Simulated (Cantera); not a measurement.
What does this Cantera script print?

```python
import numpy as np
import cantera as ct

gas_names = """
    OH NO H2O
""".split()
cond_names = """
    Cr2N(s) Cr(cr) Cr(L)
""".split()


# ... load() reads the species with a 1 bar reference pressure and builds the phases ...
species = {s.name: s for s in load("nasa_gas.yaml", gas_names) + load("nasa_condensed.yaml", cond_names)}
# Each term lists the table entries of one substance; the one whose range holds T is used.
reactions = {
    'Cr2N + 2 OH(g) = 2 Cr + NO(g) + H2O(g)':
        [(-1, ['Cr2N(s)']), (-2, ['OH']), (2, ['Cr(cr)', 'Cr(L)']), (1, ['NO']), (1, ['H2O'])],
}


def pick(names, T):
    return next(species[n] for n in names if species[n].thermo.min_temp <= T <= species[n].thermo.max_temp)


results = []
for label, terms in reactions.items():
    print(label)
    print("     T/K   dH/kJ  dS/(J/K)   dG/kJ   log10 K")
    for T in [300, 648, 748, 848, 948, 1048, 1148, 1248]:
        used = [(nu, pick(names, T)) for nu, names in terms]
        dH = sum(nu * s.thermo.h(T) for nu, s in used) / 1e6
        dS = sum(nu * s.thermo.s(T) for nu, s in used) / 1e3
        dG = dH - T * dS / 1e3
        logK = -dG * 1e6 / (ct.gas_constant * T * np.log(10))
        results.append((label, T, dH, dS, dG, logK, [s.name for _, s in used]))
        print(f"{T:8g} {dH:8.1f} {dS:8.1f} {dG:8.1f} {logK:8.2f}")
```

It prints:

```
Cr2N + 2 OH(g) = 2 Cr + NO(g) + H2O(g)
     T/K   dH/kJ  dS/(J/K)   dG/kJ   log10 K
     300   -103.7     14.3   -108.0    18.81
     648   -109.5      1.5   -110.5     8.91
     748   -111.0     -0.7   -110.5     7.72
     848   -112.4     -2.5   -110.4     6.80
     948   -113.8     -4.0   -110.0     6.06
    1048   -115.1     -5.3   -109.6     5.46
    1148   -116.3     -6.3   -109.0     4.96
    1248   -117.3     -7.2   -108.3     4.53
```

Source: NASA polynomial tables (part measured, part estimated), evaluated in Cantera. Condensed species are held in their standard states even where they would react or evaporate.
